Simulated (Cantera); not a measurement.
A freely propagating, adiabatic, planar premixed flame of 10.6 % CH4, 15.1 % O2, 66.4 % N2, 7.92 % CO2, unburnt at 523 K and 1.00 atm; multicomponent+Soret transport, grid criteria slope 0.08 and curve 0.16, no radiation.

Cantera simulation using GRI-Mech 3.0 (53 species, 325 reactions); the numbers are that mechanism's predictions, not measurements. Burning velocities carry a grid error of a few per cent, more on coarse grids.

x: mole fraction of selected species; z is measured from the peak of heat release.

```tsv
z (mm)	T (K)	u (m/s)	x CH4	x O2	x CO2	x H2O	x CH2O	x N2O
-4.40	525	0.152	0.105	0.151	0.0791	0.000328	4.80e-7	<1e-8
-2.93	534	0.155	0.103	0.149	0.0791	0.00205	5.25e-6	<1e-8
-2.20	565	0.165	0.0996	0.147	0.0796	0.00678	2.72e-5	<1e-8
-1.47	696	0.204	0.0878	0.135	0.0812	0.0243	0.000163	<1e-8
-0.733	…	0.324	…	…	0.0846	…	0.000617	<1e-8
-0.367	1399	0.422	0.0299	0.0557	0.0876	0.112	0.000598	1.57e-8
0	1684	0.514	0.00730	0.0187	0.0912	0.148	0.000209	1.86e-8
0.367	1800	0.551	…	…	0.0936	0.162	…	…
0.733	1825	0.559	0.000169	0.000646	0.0948	0.165	8.24e-6	<1e-8
1.47	1834	0.562	1.69e-5	4.56e-5	0.0954	0.165	7.47e-7	<1e-8
2.93	1839	0.563	1.64e-6	8.64e-6	0.0954	0.165	5.51e-8	<1e-8
5.86	1842	0.564	2.20e-7	3.35e-6	0.0952	0.165	<1e-8	<1e-8
11.7	1844	0.565	4.12e-8	1.10e-6	0.0952	0.165	<1e-8	<1e-8
```

Problem. Fill in the missing entries.

Solution. 
- -0.733, T (K): 1087
- -0.733, x CH4: 0.0562
- -0.733, x O2: 0.0930
- -0.733, x H2O: 0.0731
- 0.367, x CH4: 0.000965
- 0.367, x O2: 0.00358
- 0.367, x CH2O: 4.32e-5
- 0.367, x N2O: 1.12e-8
